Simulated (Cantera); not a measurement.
What does this Cantera script print?

```python
import numpy as np
import cantera as ct

gas_names = [...]  # 123 gases of nasa_gas.yaml made of C, H, O, Si
cond_names = """
    C(gr) C6H6(L) C7H8(L) C8H18(L),n-octa H2O(s) H2O(L) Si(cr) Si(L) SiC(b) SiO2(Lqz) SiO2(hqz) SiO2(L)
""".split()


# ... load() reads the species with a 1 bar reference pressure and builds the phases ...
atoms = {
    'SiC': {'Si': 1, 'C': 1},
    'CO2': {'C': 1, 'O': 2},
    'H2': {'H': 2},
}
top_T = {'C(gr)': 4500, 'SiC(b)': 3050}  # K; cautious upper limits of use, not melting points


# ... equilibrate(T, P, feed) seeds the gas with the atoms and calls Mixture.equilibrate('TP', solver="vcs", rtol=1e-11, max_steps=5000) ...
results = []
feed = {'SiC': 1, 'CO2': 0.028, 'H2': 490}  # mol
P = 10000  # Pa
for T in [950, 1050, 1150, 1250, 1350, 1450, 1550, 1650, 1750, 1850]:
    mix = equilibrate(T, P, feed)
    results.append((T, P, feed, dict(zip(mix.species_names, mix.species_moles))))
    x = sorted(zip(gas.X, gas.species_names), reverse=True)
    print(f"T = {T:g} K  P = {P:g} Pa  gas = {mix.phase_moles(0):.4g} mol")
    print("   x: " + "  ".join(f"{s} {v:.3e}" for v, s in x if v > 0.0001))
    print("   condensed (mol): " + ("  ".join(f"{mix.phase(i).name} {mix.phase_moles(i):.4g}"
          for i in range(1, mix.n_phases) if mix.phase_moles(i) > 1e-12) or "none"))
```

Result:

```
T = 950 K  P = 10000 Pa  gas = 489.9 mol
   x: H2 9.999e-01  CH4 1.143e-04
   condensed (mol): SiC(b) 0.972  SiO2(hqz) 0.028
T = 1050 K  P = 10000 Pa  gas = 489.9 mol
   x: H2 9.999e-01  CH4 1.143e-04
   condensed (mol): SiC(b) 0.972  SiO2(hqz) 0.02799
T = 1150 K  P = 10000 Pa  gas = 489.9 mol
   x: H2 9.999e-01  CH4 1.120e-04
   condensed (mol): SiC(b) 0.9724  SiO2(hqz) 0.02754
T = 1250 K  P = 10000 Pa  gas = 490 mol
   x: H2 9.999e-01
   condensed (mol): SiC(b) 0.9785  SiO2(hqz) 0.01951
T = 1350 K  P = 10000 Pa  gas = 490 mol
   x: H2 9.999e-01
   condensed (mol): SiC(b) 0.9803
T = 1450 K  P = 10000 Pa  gas = 490.1 mol
   x: H2 9.998e-01
   condensed (mol): SiC(b) 0.9815
T = 1550 K  P = 10000 Pa  gas = 490.1 mol
   x: H2 9.998e-01
   condensed (mol): SiC(b) 0.9823
T = 1650 K  P = 10000 Pa  gas = 490.1 mol
   x: H2 9.996e-01  H 2.872e-04
   condensed (mol): SiC(b) 0.9824
T = 1750 K  P = 10000 Pa  gas = 490.2 mol
   x: H2 9.991e-01  H 7.351e-04
   condensed (mol): SiC(b) 0.981
T = 1850 K  P = 10000 Pa  gas = 490.5 mol
   x: H2 9.981e-01  H 1.702e-03
   condensed (mol): SiC(b) 0.9743
```

These are equilibrium values from Cantera (NASA tables, ideal gas, pure condensed phases), not measurements of a reactor. Mutual solubility and eutectic melting of coexisting phases are not modelled. The tables hold silica as quartz up to 1696 K and as liquid above; real silica turns to tridymite and cristobalite and melts near 1996 K.
